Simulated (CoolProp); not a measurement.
Vapour-liquid equilibrium of CH2F2 (R32) (1) + R236EA (2) at 786 kPa; x and y are mole fractions of (1).

Model: multi-fluid Helmholtz-energy mixture model, Tillner-Roth 1997 and Rui 2013; pair parameters Bell 2016, in CoolProp.

### Question
Give the bubble temperature and the first vapour's composition at x = 0.35, 0.65, 0.95. Is there an azeotrope?

### Answer
x = 0.35: 306.4 K, y = 0.735; x = 0.65: 286.6 K, y = 0.924; x = 0.95: 273.8 K, y = 0.993. No azeotrope shows between x = 0.05 and 0.95.

Pair parameters are fitted to limited data, so mixtures are less certain than the pure fluids.
